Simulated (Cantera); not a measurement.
A closed system holds: 1 mol SiH2Cl2, 0.22 mol Cl2, 30 mol H2, at 1200 K and 0.0100 bar.

Equilibrium computed with Cantera from the NASA thermochemical tables; the gas is ideal and each condensed phase is pure. Candidate condensed phases: Si; 19 gas species. The tables' values for SiCl3 are old estimates; treat these amounts as uncertain. Equilibrium is a limit: real reactors are often held back by kinetics, nucleation or transport.

Q: What is the equilibrium state?

A: 
```
Property       Result
----------  ---------
x(H2)           0.938
x(HCl)         0.0518
x(SiCl2)      0.00674
x(SiCl4)      0.00137
x(SiCl3)      0.00103
x(SiHCl3)    0.000675
x(SiH2Cl2)    4.35e-5
x(H)          1.91e-6
n(Si(s))    0.683 mol
gas amount  32.14 mol
```
